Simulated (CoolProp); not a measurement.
n-dodecane along the isobar 10000 kPa: Z from the reference equation and from simpler models built on Tc = 658.1 K, pc = 1818 kPa, ω = 0.574; each cubic takes its own stable root.

Values from CoolProp's reference Helmholtz-energy equation of state, Lemmon 2004. It is a short technical equation, of lower accuracy than the large ones.

| T (K) | phase | reference | Soave-Redlich-Kwong | Peng-Robinson |
|---|---|---|---|---|
| 359.1 | liquid | 0.8031 | ___ | 0.8812 |
| 390 | liquid | 0.7624 | 0.9279 | 0.8276 |
| 420.9 | liquid | ___ | ___ | 0.7842 |
| 451.9 | liquid | 0.7027 | 0.8408 | 0.7491 |
| 482.8 | liquid | 0.6818 | 0.8102 | 0.7216 |
| 513.7 | liquid | 0.6659 | 0.7868 | 0.7008 |
| 544.6 | liquid | ___ | 0.7700 | 0.6862 |
| 575.5 | liquid | 0.6485 | 0.7597 | 0.6777 |

Question: Fill in the missing entries.

Answer: 
- 359.1, Soave-Redlich-Kwong: 0.9873
- 420.9, reference: 0.7294
- 420.9, Soave-Redlich-Kwong: 0.8797
- 544.6, reference: 0.6549
